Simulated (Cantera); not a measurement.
What does this Cantera script print?

```python
import numpy as np
import cantera as ct

gas = ct.Solution("gri30.yaml")
gas.TPX = 1498, 600, {'C2H4': 1, 'H2': 5.4}
inlet = ct.Reservoir(gas, clone=True)

reactor = ct.IdealGasConstPressureReactor(gas, energy="off", clone=False)
exhaust = ct.Reservoir(gas, clone=True)
tau = [8.2, 1.5, 0.28, 0.053, 0.0098, 0.0018, 0.00034][0]
for a, b in ((inlet, reactor), (reactor, exhaust)):
    ct.MassFlowController(a, b, mdot=lambda t: reactor.mass / tau)
net = ct.ReactorNet([reactor])
show = ['C2H4', 'H2', 'CH4', 'CH3', 'CH2']

rows = []
print(f"{'tau/s':>10s}{'T/K':>9s}" + "".join(f"{s:>11s}" for s in show))
for tau in [8.2, 1.5, 0.28, 0.053, 0.0098, 0.0018, 0.00034]:
    net.initial_time = 0.0
    net.advance(30 * tau)
    before = gas.X
    net.advance(40 * tau)
    drift = np.max(np.abs(gas.X - before) / (gas.X + 1e-9))
    rows.append([gas.T, *gas[show].X, drift])
    print(f"{tau:10.3e}{gas.T:9.1f}" + "".join(f"{x:11.3e}" for x in gas[show].X))
```

Result:

```
     tau/s      T/K       C2H4         H2        CH4        CH3        CH2
 8.200e+00   1498.0  6.805e-03  8.638e-01  8.743e-05  9.166e-08  5.341e-11
 1.500e+00   1498.0  4.720e-02  8.584e-01  4.218e-05  2.190e-08  1.303e-10
 2.800e-01   1498.0  1.173e-01  8.490e-01  9.751e-06  8.851e-09  1.666e-10
 5.300e-02   1498.0  1.488e-01  8.448e-01  6.875e-07  2.616e-09  7.380e-11
 9.800e-03   1498.0  1.550e-01  8.439e-01  1.623e-08  3.270e-10  1.371e-11
 1.800e-03   1498.0  1.560e-01  8.438e-01  3.583e-10  3.909e-11  2.234e-12
 3.400e-04   1498.0  1.562e-01  8.438e-01  6.853e-12  3.914e-12  2.717e-13
```

Computed with Cantera and GRI-Mech 3.0 (53 species, 325 reactions). GRI-Mech 3.0 was tuned for natural gas; its chemistry of ethylene as a main component is partial and can be far from experiment. GRI-Mech 3.0 stops at C3 and has no aromatics, soot or wall deposition, so with more carbon than oxygen in the feed, carbon stays in small species such as C2H2 where larger ones or solid carbon would form. Radical loss at walls, strong at low pressure, is not modelled.
